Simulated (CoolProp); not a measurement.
Carbonyl sulfide along the isobar 22.8 MPa: density (kg/m³) from the reference equation and from simpler models built on Tc = 105.6 °C, pc = 6.369 MPa, ω = 0.098; each cubic takes its own stable root.

The numbers come from the reference Helmholtz-energy equation of state, Lemmon 2006 in CoolProp. It is a short technical equation, of lower accuracy than the large ones.

```csv
T (°C),phase,reference,van der Waals,Redlich-Kwong,Soave-Redlich-Kwong,Peng-Robinson
39.35,liquid,1026,711.8,968.7,975.6,1096
52.25,liquid,997.1,697.8,938.5,945.0,1061
65.15,liquid,966.8,683.5,907.3,912.9,1023
78.05,liquid,935.3,668.8,875.0,879.3,984.2
90.85,liquid,902.5,653.7,841.9,844.5,943.2
103.75,liquid,867.9,638.1,807.5,807.9,900.0
116.65,supercritical,831.7,622.1,772.2,769.8,854.9
129.55,supercritical,793.7,605.7,736.1,730.6,808.2
142.45,supercritical,754.1,588.8,699.5,690.4,760.6
155.35,supercritical,713.0,571.4,662.7,649.9,712.6
168.25,supercritical,671.1,553.7,626.1,609.8,665.4
181.15,supercritical,629.0,535.6,590.3,570.8,619.9
194.05,supercritical,587.7,517.3,555.9,533.8,577.2
```
